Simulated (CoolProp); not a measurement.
Properties of cyclopentane along the isotherm 304.8 K (Tc = 511.7 K, pc = 4583 kPa, ω = 0.202).

Values from CoolProp's reference Helmholtz-energy equation of state, Gedanitz 2015.

```csv
p (kPa),phase,Joule-Thomson coefficient (K/MPa),conductivity (mW/(m K))
286,liquid,?,124
573,liquid,?,124
859,liquid,?,125
1150,liquid,?,125
1430,liquid,?,125
1720,liquid,?,125
2000,liquid,-0.4368,125
2290,liquid,?,125
```

Q: Some entries are withheld; supply them.

A: 
- 286, Joule-Thomson coefficient (K/MPa): -0.4316
- 573, Joule-Thomson coefficient (K/MPa): -0.4325
- 859, Joule-Thomson coefficient (K/MPa): -0.4334
- 1150, Joule-Thomson coefficient (K/MPa): -0.4343
- 1430, Joule-Thomson coefficient (K/MPa): -0.4351
- 1720, Joule-Thomson coefficient (K/MPa): -0.4360
- 2290, Joule-Thomson coefficient (K/MPa): -0.4377

Thermal conductivity comes from a separate model (Vassiliou 2015).
